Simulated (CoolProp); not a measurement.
The fluid at 298.15 K and 0.0183 MPa flows at 0.4 m/s in a round tube of 6 mm bore and 0.25 µm roughness, fully developed (64/Re and Nu = 3.66 if laminar; Colebrook and Gnielinski if turbulent). The same conditions are run with several fluids, on thermodynamics alone (safety and materials aside).

Model: reference Helmholtz-energy equation of state of each fluid (n-pentane: Thol 2019; R123: Younglove 1994; R134a: Tillner-Roth 1994; methane: Setzmann 1991), in CoolProp.

**Question.** Rank n-pentane, R123, R134a, methane by Reynolds number, highest first.

**Answer.** R123 (253), n-pentane (191), R134a (153), methane (25.4)

```json
[
 {"fluid": "n-pentane", "Darcy friction factor": "0.335", "pressure drop (Pa/m)": "2.40", "heat-transfer coefficient (W/(m² K))": "8.81", "mass flow (kg/h)": "0.0219"},
 {"fluid": "R123", "Darcy friction factor": "0.253", "pressure drop (Pa/m)": "3.83", "heat-transfer coefficient (W/(m² K))": "5.61", "mass flow (kg/h)": "0.0463"},
 {"fluid": "R134a", "Darcy friction factor": "0.418", "pressure drop (Pa/m)": "4.21", "heat-transfer coefficient (W/(m² K))": "8.15", "mass flow (kg/h)": "0.0308"},
 {"fluid": "methane", "Darcy friction factor": "2.52", "pressure drop (Pa/m)": "3.98", "heat-transfer coefficient (W/(m² K))": "20.8", "mass flow (kg/h)": "0.00482"}
]
```

Transport values come from each fluid's own correlations; those of n-pentane, R134a are estimates that may be off by 10 % or more.
